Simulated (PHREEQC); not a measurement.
## Phosphoric acid bath: an equilibrium model

Consider water at 25 °C with 15 mmol/kgw H3PO4, 0.4 mmol/kgw HNO3, 0.069 mmol/kgw ZnSO4 and 3 mmol/kgw H2SO4. Closed to the air; pH follows from the charge balance.

Model: ion-association model, wateq4f.dat, run in PHREEQC.

Precipitation was switched off in this run.

### Question
What pH, ionic strength does the model give?

### Answer
pH 1.98; ionic strength 0.0134 mol/kgw.

### Question
In which forms is Zn present?

### Answer
Zn+2 85 %, ZnSO4 14 % of the Zn.

Species that the database lacks are ignored. H3PO4, which wateq4f.dat lacks, is added to it with the constant of phreeqc.dat. The database has no phosphate complexes of Zn.
